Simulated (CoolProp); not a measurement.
Sulfur dioxide at several states: fugacity coefficient from the reference equation and from simpler models built on Tc = 430.6 K, pc = 78.87 bar, ω = 0.256; each cubic takes its own stable root.

Model: reference Helmholtz-energy equation of state, Gao 2016, in CoolProp.

```csv
T (K),p (bar),phase,reference
298.4,194,liquid,0.02717
491.4,129,supercritical,0.6748
290.5,138,liquid,0.02665
443.8,0.107,gas,0.9996
471.3,198,supercritical,0.4765
```

Question: How far does each simpler model (Redlich-Kwong, Soave-Redlich-Kwong) lie from the reference over these 5 states: mean and median of the absolute difference, and the worst?

Answer: 
- Redlich-Kwong: mean 27.8 %, median 2.7 %, worst +70.2 % at 290.5 K and 138 bar
- Soave-Redlich-Kwong: mean 3.2 %, median 3.9 %, worst +5.3 % at 298.4 K and 194 bar
